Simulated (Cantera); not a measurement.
Adiabatic ignition

An adiabatic, constant-volume homogeneous reactor starts with H₂ : O₂ : N₂ = 1 : 0.278 : 1.92 (molar parts), equivalence ratio 1.8, at 1000 K and 4.93 atm.

Model: the H2/O2 subset of GRI-Mech 3.0, which has no nitrogen chemistry, integrated in Cantera. The hydrogen kinetics of GRI-Mech 3.0 are dated; newer H2 mechanisms differ, most at raised pressure.

```csv
t (s),T (K),P (bar),x H₂,x O₂,x H,x HO₂,x H₂O
4.00e-6,1000,5.00,0.313,0.0869,7.80e-11,8.26e-10,1.18e-10
1.37e-5,1000,5.00,0.313,0.0869,8.14e-11,3.13e-9,5.12e-10
4.68e-5,1000,5.00,0.313,0.0869,8.93e-11,1.11e-8,1.95e-9
0.000160,1000,5.00,0.313,0.0869,1.19e-10,3.97e-8,8.14e-9
0.000548,1000,5.00,0.313,0.0869,2.70e-10,1.61e-7,5.33e-8
0.00187,1000,5.00,0.313,0.0869,2.13e-9,1.39e-6,1.14e-6
0.00641,1003,5.01,0.312,0.0867,1.27e-7,3.11e-5,0.000260
0.0219,2547,11.7,0.150,7.55e-6,0.00352,1.90e-8,0.189
0.0750,2547,11.7,0.150,7.55e-6,0.00352,1.90e-8,0.189
0.256,2547,11.7,0.150,7.55e-6,0.00352,1.90e-8,0.189
0.877,2547,11.7,0.150,7.55e-6,0.00352,1.90e-8,0.189
3.00,2547,11.7,0.150,7.55e-6,0.00352,1.90e-8,0.189
```
x: mole fraction; the columns are a selection and need not sum to one.

```json
{
 "time_of_steepest_temperature_rise": "10.3 ms",
 "temperature at 3.00 s": "2547 K",
 "equilibrium_temperature": "2547 K",
 "x(H₂) at 3.00 s": "0.150 (gas-phase equilibrium 0.150)",
 "x(O₂) at 3.00 s": "7.55e-6 (gas-phase equilibrium 7.55e-6)",
 "x(H) at 3.00 s": "0.00352 (gas-phase equilibrium 0.00352)"
}
```
